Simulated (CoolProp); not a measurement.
Computed with CoolProp (reference Helmholtz-energy equation of state, Span 1996).

Question: For carbon dioxide, give the phase and the Joule-Thomson coefficient (K/MPa), viscosity (µPa s), Prandtl number, fugacity coefficient at -33.45 °C and 24600 kPa; -33.45 °C and 28700 kPa; -33.45 °C and 32800 kPa.

Answer: 
- -33.45 °C and 24600 kPa: liquid; Joule-Thomson coefficient -0.158, viscosity 215, Prandtl number 2.35, fugacity coefficient 0.0711
- -33.45 °C and 28700 kPa: liquid; Joule-Thomson coefficient -0.171, viscosity 222, Prandtl number 2.36, fugacity coefficient 0.0659
- -33.45 °C and 32800 kPa: liquid; Joule-Thomson coefficient -0.183, viscosity 229, Prandtl number 2.37, fugacity coefficient 0.0624

Viscosity comes from a separate model (Laesecke 2017). Thermal conductivity comes from a separate model (Huber 2016).
